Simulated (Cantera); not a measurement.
Low-pressure radical oxidation in H2/O2

An isothermal, constant-pressure homogeneous reactor starts with 0.754 % H2, 99.2 % O2, at 1350 K and 20.0 Torr.

Cantera simulation using GRI-Mech 3.0 (53 species, 325 reactions); the numbers are that mechanism's predictions, not measurements. Radical loss at walls, strong at low pressure, is not modelled.

```tsv
t (s)	x H2	x O2	x H2O	x O	x OH	x H2O2
2.00e-5	0.00754	0.992	7.65e-11	1.80e-9	1.77e-9	<1e-12
6.29e-5	0.00754	0.992	1.38e-9	9.52e-9	9.09e-9	1.31e-12
0.000198	0.00754	0.992	2.04e-8	4.86e-8	4.31e-8	1.25e-11
0.000623	0.00754	0.992	4.67e-7	5.32e-7	4.36e-7	1.09e-10
0.00196	0.00727	0.992	0.000192	0.000179	0.000142	1.47e-9
0.00617	2.50e-5	0.985	0.00698	0.00652	0.000902	1.82e-8
0.0194	2.05e-5	0.986	0.00703	0.00585	0.000844	1.72e-8
0.0612	1.52e-5	0.988	0.00713	0.00428	0.000727	1.57e-8
0.192	7.27e-6	0.990	0.00729	0.00201	0.000504	1.19e-8
0.606	1.88e-6	0.992	0.00744	0.000513	0.000257	6.00e-9
1.91	3.20e-7	0.992	0.00752	8.64e-5	0.000106	1.82e-9
6.00	5.28e-8	0.992	0.00755	1.43e-5	4.33e-5	4.19e-10
```
x: mole fraction; the columns are a selection and need not sum to one.

Equilibrium at this temperature and pressure: H2 9.55e-9, O2 0.992, H2O 0.00756, O 2.59e-6, OH 1.85e-5, H2O2 9.76e-11 (gas phase only).
